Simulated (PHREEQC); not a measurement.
Consider water at 75 °C with 0.14 mol FeSO4 and 0.00033 mol CuCl2 per kg of water. Closed to the air; pH follows from the charge balance.

Equilibrium calculation in PHREEQC: ion-association model, phreeqc.dat.

```yaml
pH: 5.35
ionic_strength: 0.227 mol/kgw
specific_conductance: 20900 µS/cm
density: 0.997 g/cm³
```

```json
[
 {"species": "FeSO4", "molality": "0.0832", "activity": "0.0877", "log γ": "0.023"},
 {"species": "Fe+2", "molality": "0.0568", "activity": "0.0161", "log γ": "-0.548"},
 {"species": "SO4-2", "molality": "0.0566", "activity": "0.0140", "log γ": "-0.606"},
 {"species": "Cl-", "molality": "0.000646", "activity": "0.000440", "log γ": "-0.166"},
 {"species": "CuSO4", "molality": "0.000166", "activity": "0.000175", "log γ": "0.023"},
 {"species": "Cu+2", "molality": "0.000161", "activity": "4.55e-5", "log γ": "-0.548"},
 {"species": "FeOH+", "molality": "3.91e-5", "activity": "2.78e-5", "log γ": "-0.149"},
 {"species": "HSO4-", "molality": "3.02e-5", "activity": "2.17e-5", "log γ": "-0.144"}
]
```

This is a speciation only: nothing precipitates in the calculation. Species that the database lacks are ignored. Away from 25 °C the constants follow the database's enthalpies or fits; those with neither stay at their 25 °C values.
